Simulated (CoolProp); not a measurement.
Saturation properties of carbonyl sulfide (Tc = 105.6 °C, pc = 6.369 MPa, ω = 0.098).

Values from CoolProp's reference Helmholtz-energy equation of state, Lemmon 2006. It is a short technical equation, of lower accuracy than the large ones.

| T (°C) | p (MPa) | liquid density (kg/m³) | vapour density (kg/m³) | liquid cp (kJ/(kg K)) | surface tension (mN/m) |
|---|---|---|---|---|---|
| -33.25 | 0.2086 | 1137 | 6.595 | 1.204 | 17.7 |
| -23.05 | 0.3062 | 1114 | 9.427 | 1.222 | 15.9 |
| -12.95 | 0.4335 | 1090 | 13.06 | 1.243 | [?] |
| -2.85 | 0.5969 | 1065 | 17.68 | 1.268 | 12.5 |
| 7.35 | 0.8042 | 1039 | 23.53 | 1.299 | 10.9 |
| 17.45 | 1.057 | 1012 | 30.73 | 1.336 | 9.32 |
| 27.55 | 1.364 | 982.8 | 39.62 | [?] | 7.85 |
| 37.75 | 1.735 | 951.4 | 50.68 | 1.440 | 6.45 |
| 47.85 | 2.169 | 917.8 | 64.23 | 1.516 | 5.14 |
| 57.95 | 2.677 | 880.9 | 81.12 | 1.619 | 3.92 |
| 68.15 | 3.272 | 839.0 | 102.8 | 1.773 | 2.80 |
| 78.25 | 3.952 | 791.1 | 131.1 | 2.025 | 1.80 |
| 88.35 | 4.734 | 732.3 | 170.9 | 2.552 | [?] |
| 98.55 | 5.644 | 647.5 | 238.4 | 4.588 | 0.268 |

Q: Fill in the missing entries.

A: 
- -12.95, surface tension (mN/m): 14.1
- 27.55, liquid cp (kJ/(kg K)): 1.382
- 88.35, surface tension (mN/m): 0.940

It boils at -50.2 °C under 1 atm.

Surface tension comes from a separate correlation (Mulero 2012).
